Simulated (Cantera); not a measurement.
A closed system holds: 1 mol SiCl4, 1.1 mol N2, 19 mol H2, at 1748 K and 0.00133 bar.

Equilibrium computed with Cantera from the NASA thermochemical tables; the gas is ideal and each condensed phase is pure. Candidate condensed phases: NH4Cl, Si, Si3N4; 28 gas species. The tables' values for SiCl, SiCl3 are old estimates; treat these amounts as uncertain. Gases not in the tables: Si2H6 and higher silanes. Kinetics and transport are ignored.

**Question.** What is the equilibrium state?

**Answer.** 
```
Item            Result
----------  ----------
x(H2)            0.804
x(HCl)          0.0985
x(N2)           0.0495
x(SiCl2)        0.0402
x(H)           0.00561
x(Si)          0.00109
x(Cl)         0.000530
x(SiCl)       0.000521
x(SiCl3)      0.000103
n(Si(l))    0.0676 mol
gas amount   22.20 mol
```
